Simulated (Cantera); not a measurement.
Source: NASA polynomial tables (part measured, part estimated), evaluated in Cantera. Values are per mole of reaction as written; species without (g) are pure solids or liquids, kept so even where they would boil at 1 bar. TiC: taken at fixed stoichiometry.

3 CH₄(g) + TiC ⇌ Ti + 4 CH₃(g)

```json
[
 {"T (K)": "300", "ΔH° (kJ)": "995.6", "ΔS° (J/K)": "223.7", "ΔG° (kJ)": "928.5", "log10 K": "-161.66", "condensed phases": "TiC(s), Ti(α)"},
 {"T (K)": "1873", "ΔH° (kJ)": "994.8", "ΔS° (J/K)": "239.6", "ΔG° (kJ)": "546.0", "log10 K": "-15.23", "condensed phases": "TiC(s), Ti(β)"},
 {"T (K)": "1948", "ΔH° (kJ)": "1007.5", "ΔS° (J/K)": "246.2", "ΔG° (kJ)": "528.0", "log10 K": "-14.16", "condensed phases": "TiC(s), Ti(l)"},
 {"T (K)": "2023", "ΔH° (kJ)": "(withheld)", "ΔS° (J/K)": "(withheld)", "ΔG° (kJ)": "(withheld)", "log10 K": "(withheld)", "condensed phases": "TiC(s), Ti(l)"},
 {"T (K)": "2098", "ΔH° (kJ)": "1004.4", "ΔS° (J/K)": "244.6", "ΔG° (kJ)": "491.2", "log10 K": "-12.23", "condensed phases": "TiC(s), Ti(l)"},
 {"T (K)": "2173", "ΔH° (kJ)": "(withheld)", "ΔS° (J/K)": "(withheld)", "ΔG° (kJ)": "(withheld)", "log10 K": "(withheld)", "condensed phases": "TiC(s), Ti(l)"},
 {"T (K)": "2248", "ΔH° (kJ)": "1000.7", "ΔS° (J/K)": "242.9", "ΔG° (kJ)": "454.6", "log10 K": "-10.56", "condensed phases": "TiC(s), Ti(l)"},
 {"T (K)": "2323", "ΔH° (kJ)": "998.7", "ΔS° (J/K)": "242.0", "ΔG° (kJ)": "436.5", "log10 K": "-9.81", "condensed phases": "TiC(s), Ti(l)"},
 {"T (K)": "2398", "ΔH° (kJ)": "996.5", "ΔS° (J/K)": "241.1", "ΔG° (kJ)": "418.3", "log10 K": "-9.11", "condensed phases": "TiC(s), Ti(l)"},
 {"T (K)": "2473", "ΔH° (kJ)": "(withheld)", "ΔS° (J/K)": "(withheld)", "ΔG° (kJ)": "(withheld)", "log10 K": "(withheld)", "condensed phases": "TiC(s), Ti(l)"},
 {"T (K)": "2548", "ΔH° (kJ)": "(withheld)", "ΔS° (J/K)": "(withheld)", "ΔG° (kJ)": "(withheld)", "log10 K": "(withheld)", "condensed phases": "TiC(s), Ti(l)"}
]
```

Task: What belongs in the gaps?

Result: 
- 2023, ΔH° (kJ): 1006.1
- 2023, ΔS° (J/K): 245.4
- 2023, ΔG° (kJ): 509.6
- 2023, log10 K: -13.16
- 2173, ΔH° (kJ): 1002.7
- 2173, ΔS° (J/K): 243.8
- 2173, ΔG° (kJ): 472.9
- 2173, log10 K: -11.37
- 2473, ΔH° (kJ): 994.1
- 2473, ΔS° (J/K): 240.1
- 2473, ΔG° (kJ): 400.3
- 2473, log10 K: -8.45
- 2548, ΔH° (kJ): 991.7
- 2548, ΔS° (J/K): 239.1
- 2548, ΔG° (kJ): 382.3
- 2548, log10 K: -7.84
